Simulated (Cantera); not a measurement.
Input: 1 mol Si, 0.18 mol N2O, 1.5 mol H2, at 0.00310 bar.

Method: chemical equilibrium by Gibbs-energy minimisation in Cantera with the NASA 1993 tables (ideal gas, pure condensed phases). Candidate condensed phases: H2O, Si, SiO2, Si2N2O, Si3N4; 35 gas species. Gases not in the tables: Si2H6 and higher silanes. Rates play no part.

### Question
What share of the Si ends up in condensed phases as a function of T (K), at 1848, 1873, 1898, 1923, 1948, 1973, 1998, 2023, 2048, 2073, 2098, 2123, 2148, 2173?

### Answer
```json
[
 {"T (K)": "1848", "Si condensed (%)": "81.6", "as": "Si(l)"},
 {"T (K)": "1873", "Si condensed (%)": "81.4", "as": "Si(l)"},
 {"T (K)": "1898", "Si condensed (%)": "81.2", "as": "Si(l)"},
 {"T (K)": "1923", "Si condensed (%)": "80.9", "as": "Si(l)"},
 {"T (K)": "1948", "Si condensed (%)": "80.5", "as": "Si(l)"},
 {"T (K)": "1973", "Si condensed (%)": "79.9", "as": "Si(l)"},
 {"T (K)": "1998", "Si condensed (%)": "79.2", "as": "Si(l)"},
 {"T (K)": "2023", "Si condensed (%)": "78.2", "as": "Si(l)"},
 {"T (K)": "2048", "Si condensed (%)": "76.9", "as": "Si(l)"},
 {"T (K)": "2073", "Si condensed (%)": "75.2", "as": "Si(l)"},
 {"T (K)": "2098", "Si condensed (%)": "73.0", "as": "Si(l)"},
 {"T (K)": "2123", "Si condensed (%)": "70.0", "as": "Si(l)"},
 {"T (K)": "2148", "Si condensed (%)": "66.2", "as": "Si(l)"},
 {"T (K)": "2173", "Si condensed (%)": "61.1", "as": "Si(l)"}
]
```
